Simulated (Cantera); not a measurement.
Feed: 1 mol CH₃OH, a varied amount of H₂, 2.9 mol N₂, held at 1.00 bar.

These are equilibrium values from Cantera (NASA tables, ideal gas, pure condensed phases), not measurements of a reactor. Candidate condensed phases: C, C₆H₆, C₇H₈, C₈H₁₈, H₂O; 136 gas species. Equilibrium is a limit: real reactors are often held back by kinetics, nucleation or transport.

What condenses at these points (T in K, n(H₂) in mol): (1023, 3.9); (973, 2); (948, 1.5); (973, 4.4); (898, 2.5)?


```tsv
T (K)	n(H₂) in mol	condensed phases	C condensed (%)
1023	3.9	gas only	0.0
973	2	C	5.6
948	1.5	C	12.1
973	4.4	gas only	0.0
898	2.5	C	7.4
```
